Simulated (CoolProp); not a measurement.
Vapour-liquid equilibrium of isobutane (1) + acetone (2) at 676 kPa; x and y are mole fractions of (1).

Model: multi-fluid Helmholtz-energy mixture model, Bücker 2006 and Lemmon 2006; pair parameters Bell 2016, in CoolProp.

```json
[
 {"x": "0.05", "bubble temperature, mixture model (K)": "381.1", "bubble temperature, Raoult's law (K)": "390.5", "y, mixture model": "0.324", "y, Raoult's law": "0.200"},
 {"x": "0.15", "bubble temperature, mixture model (K)": "356.4", "bubble temperature, Raoult's law (K)": "377.5", "y, mixture model": "0.658", "y, Raoult's law": "0.477"},
 {"x": "0.25", "bubble temperature, mixture model (K)": "343.2", "bubble temperature, Raoult's law (K)": "366.7", "y, mixture model": "0.779", "y, Raoult's law": "0.651"},
 {"x": "0.35", "bubble temperature, mixture model (K)": "336.5", "bubble temperature, Raoult's law (K)": "357.7", "y, mixture model": "0.829", "y, Raoult's law": "0.764"},
 {"x": "0.45", "bubble temperature, mixture model (K)": "333.0", "bubble temperature, Raoult's law (K)": "350.1", "y, mixture model": "0.854", "y, Raoult's law": "0.840"},
 {"x": "0.55", "bubble temperature, mixture model (K)": "330.7", "bubble temperature, Raoult's law (K)": "343.5", "y, mixture model": "0.871", "y, Raoult's law": "0.892"},
 {"x": "0.65", "bubble temperature, mixture model (K)": "329.0", "bubble temperature, Raoult's law (K)": "337.9", "y, mixture model": "0.886", "y, Raoult's law": "0.930"},
 {"x": "0.75", "bubble temperature, mixture model (K)": "327.2", "bubble temperature, Raoult's law (K)": "332.9", "y, mixture model": "0.904", "y, Raoult's law": "0.958"},
 {"x": "0.85", "bubble temperature, mixture model (K)": "325.4", "bubble temperature, Raoult's law (K)": "328.4", "y, mixture model": "0.930", "y, Raoult's law": "0.978"},
 {"x": "0.95", "bubble temperature, mixture model (K)": "323.5", "bubble temperature, Raoult's law (K)": "324.5", "y, mixture model": "0.971", "y, Raoult's law": "0.994"}
]
```

The largest gap from Raoult's law is -23.5 K in bubble temperature, at x = 0.25. No azeotrope shows between x = 0.05 and 0.95.

Pair parameters are fitted to limited data, so mixtures are less certain than the pure fluids. With so large a gap from Raoult's law the liquid may split in two, which this calculation doesn't test in full.
